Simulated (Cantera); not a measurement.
A Cantera script and what it prints.

```python
import numpy as np
import cantera as ct

gas_names = """
    H HO2 H2 H2O H2O2 Nb NbO NbO2 O OH O2 O3
""".split()
cond_names = """
    H2O(s) H2O(L) Nb(cr) Nb(L) NbO(s) NbO(L) NbO2(I) NbO2(II) NbO2(III) NbO2(L) Nb2O5(s) Nb2O5(L)
""".split()


# ... load() reads the species with a 1 bar reference pressure and builds the phases ...
atoms = {
    'Nb2O5': {'Nb': 2, 'O': 5},
    'H2': {'H': 2},
    'H2O': {'H': 2, 'O': 1},
}
top_T = {}  # K; cautious upper limits of use, not melting points


# ... equilibrate(T, P, feed) seeds the gas with the atoms and calls Mixture.equilibrate('TP', solver="vcs", rtol=1e-11, max_steps=5000) ...
results = []
feed = {'Nb2O5': 1, 'H2': 1.2, 'H2O': 0.12}  # mol
P = 71000  # Pa
for T in [1548, 1598, 1648, 1698, 1748, 1798, 1848, 1898, 1948, 1998]:
    mix = equilibrate(T, P, feed)
    results.append((T, P, feed, dict(zip(mix.species_names, mix.species_moles))))
    x = sorted(zip(gas.X, gas.species_names), reverse=True)
    print(f"T = {T:g} K  P = {P:g} Pa  gas = {mix.phase_moles(0):.4g} mol")
    print("   x: " + "  ".join(f"{s} {v:.3e}" for v, s in x if v > 1e-06))
    print("   condensed (mol): " + ("  ".join(f"{mix.phase(i).name} {mix.phase_moles(i):.4g}"
          for i in range(1, mix.n_phases) if mix.phase_moles(i) > 1e-12) or "none"))
```

Result:

```
T = 1548 K  P = 71000 Pa  gas = 1.32 mol
   x: H2 8.981e-01  H2O 1.019e-01  H 3.463e-05
   condensed (mol): NbO2(III) 0.02898  Nb2O5(s) 0.9855
T = 1598 K  P = 71000 Pa  gas = 1.32 mol
   x: H2 8.804e-01  H2O 1.195e-01  H 5.927e-05
   condensed (mol): NbO2(III) 0.07553  Nb2O5(s) 0.9622
T = 1648 K  P = 71000 Pa  gas = 1.32 mol
   x: H2 8.615e-01  H2O 1.384e-01  H 9.809e-05
   condensed (mol): NbO2(III) 0.1254  Nb2O5(s) 0.9373
T = 1698 K  P = 71000 Pa  gas = 1.32 mol
   x: H2 8.414e-01  H2O 1.584e-01  H 1.574e-04  OH 1.523e-06
   condensed (mol): NbO2(III) 0.1782  Nb2O5(s) 0.9109
T = 1748 K  P = 71000 Pa  gas = 1.32 mol
   x: H2 8.204e-01  H2O 1.793e-01  H 2.456e-04  OH 3.132e-06
   condensed (mol): NbO2(III) 0.2335  Nb2O5(s) 0.8832
T = 1798 K  P = 71000 Pa  gas = 1.32 mol
   x: H2 8.067e-01  H2O 1.930e-01  H 3.753e-04  OH 5.901e-06
   condensed (mol): NbO2(III) 0.2695  Nb2O5(L) 0.8652
T = 1848 K  P = 71000 Pa  gas = 1.32 mol
   x: H2 8.156e-01  H2O 1.838e-01  H 5.683e-04  OH 9.423e-06
   condensed (mol): NbO2(III) 0.2455  Nb2O5(L) 0.8772
T = 1898 K  P = 71000 Pa  gas = 1.321 mol
   x: H2 8.244e-01  H2O 1.748e-01  H 8.423e-04  OH 1.461e-05  NbO2 1.005e-06
   condensed (mol): NbO2(III) 0.2216  Nb2O5(L) 0.8892
T = 1948 K  P = 71000 Pa  gas = 1.321 mol
   x: H2 8.329e-01  H2O 1.658e-01  H 1.224e-03  OH 2.204e-05  NbO2 2.462e-06
   condensed (mol): NbO2(III) 0.1981  Nb2O5(L) 0.901
T = 1998 K  P = 71000 Pa  gas = 1.321 mol
   x: H2 8.412e-01  H2O 1.570e-01  H 1.746e-03  OH 3.243e-05  NbO2 5.752e-06
   condensed (mol): NbO2(III) 0.175  Nb2O5(L) 0.9125
```

Cantera equilibrium calculation (NASA polynomials, part measured and part estimated; ideal gas, pure solids and liquids). Mutual solubility and eutectic melting of coexisting phases are not modelled. Condensed phases not in the tables: the oxides between NbO2 and Nb2O5.
